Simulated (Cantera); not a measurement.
Input: 1 mol MgSO₄, 0.097 mol C, 13 mol O₂, held at 2100 K and 0.518 Torr.

Method: chemical equilibrium by Gibbs-energy minimisation in Cantera with the NASA 1993 tables (ideal gas, pure condensed phases). Candidate condensed phases: C, Mg, MgCO₃, MgO, MgS, MgSO₄, S; 26 gas species. The numbers say what is thermodynamically allowed, not how fast it happens.

Base state: O₂ 0.875, SO₂ 0.0660, O 0.0495, CO₂ 0.00580, Mg 0.00207, SO 0.000946, CO 0.000692, MgO 0.000194 (mole fractions); condensed: MgO(s).

Problem. What changes in the equilibrium state with this change: temperature from 2100 K to 2123 K?

Solution. 
```
species        before     after
-----------  --------  --------
O₂              0.875     0.866
SO₂            0.0660    0.0654
O              0.0495    0.0577
Mg            0.00207   0.00326
MgO          0.000194  0.000292
SO           0.000946   0.00114
MgO(s), mol     0.966     0.947
```
